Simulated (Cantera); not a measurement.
Input (Python, Cantera):

```python
import numpy as np
import cantera as ct

gas = ct.Solution("h2o2.yaml")
gas.TPX = 1023, 760000, {'H2': 0.79, 'O2': 0.312, 'N2': 1.17}
reactor = ct.IdealGasConstPressureReactor(gas, energy="on", clone=False)
net = ct.ReactorNet([reactor])
net.rtol, net.atol = 1e-08, 1e-16
show = ['H2', 'O2', 'HO2', 'O', 'H', 'H2O2']
times = np.geomspace(9e-06, 0.7, 11)

steps = ct.SolutionArray(gas, extra=["t"])
rows = []
print(f"{'t/s':>10s}{'T/K':>9s}{'P/Pa':>11s}" + "".join(f"{s:>11s}" for s in show))
for t in times:
    while net.time < t:
        t_next = net.step()
        steps.append(gas.state, t=t_next)
    rows.append([np.interp(t, steps.t, y) for y in (steps.T, steps.P, *steps(*show).X.T)])
    print(f"{t:10.3e}{rows[-1][0]:9.1f}{rows[-1][1]:11.4g}" + "".join(f"{x:11.3e}" for x in rows[-1][2:]))
rate = np.gradient(steps.T, steps.t)
print("integrator steps:", len(steps.t))
if steps.T.max() > steps.T[0] + 200:
    print(f"time of steepest temperature rise: {steps.t[rate.argmax()]:.4e} s")
gas.TPX = 1023, 760000, {'H2': 0.79, 'O2': 0.312, 'N2': 1.17}
gas.equilibrate("HP")
print(f"equilibrium (HP): T = {gas.T:.1f} K  " + "  ".join(f"{s} {gas[s].X[0]:.3e}" for s in show))
```

Output:

```
       t/s      T/K       P/Pa         H2         O2        HO2          O          H       H2O2
 9.000e-06   1023.0    7.6e+05  3.477e-01  1.373e-01  1.001e-08  1.070e-11  1.113e-10  1.182e-10
 2.775e-05   1023.0    7.6e+05  3.477e-01  1.373e-01  3.148e-08  1.196e-11  1.243e-10  1.148e-09
 8.559e-05   1023.0    7.6e+05  3.477e-01  1.373e-01  1.006e-07  1.632e-11  1.696e-10  1.100e-08
 2.639e-04   1023.0    7.6e+05  3.477e-01  1.373e-01  3.597e-07  3.560e-11  3.699e-10  1.081e-07
 8.139e-04   1023.0    7.6e+05  3.477e-01  1.373e-01  2.293e-06  2.114e-10  2.196e-09  1.478e-06
 2.510e-03   1024.5    7.6e+05  3.475e-01  1.372e-01  3.033e-05  5.737e-09  5.934e-08  7.555e-05
 7.740e-03   2836.7    7.6e+05  8.652e-02  1.017e-03  1.639e-06  7.288e-04  9.990e-03  3.545e-07
 2.387e-02   2836.7    7.6e+05  8.652e-02  1.017e-03  1.639e-06  7.288e-04  9.990e-03  3.545e-07
 7.361e-02   2836.7    7.6e+05  8.652e-02  1.017e-03  1.639e-06  7.288e-04  9.990e-03  3.545e-07
 2.270e-01   2836.7    7.6e+05  8.652e-02  1.017e-03  1.639e-06  7.288e-04  9.990e-03  3.545e-07
 7.000e-01   2836.7    7.6e+05  8.652e-02  1.017e-03  1.639e-06  7.288e-04  9.990e-03  3.545e-07
integrator steps: 1628
time of steepest temperature rise: 5.0521e-03 s
equilibrium (HP): T = 2836.7 K  H2 8.652e-02  O2 1.017e-03  HO2 1.639e-06  O 7.288e-04  H 9.990e-03  H2O2 3.545e-07
```

Detailed kinetics in Cantera: the H2/O2 subset of GRI-Mech 3.0, which has no nitrogen chemistry. The hydrogen kinetics of GRI-Mech 3.0 are dated; newer H2 mechanisms differ, most at raised pressure.
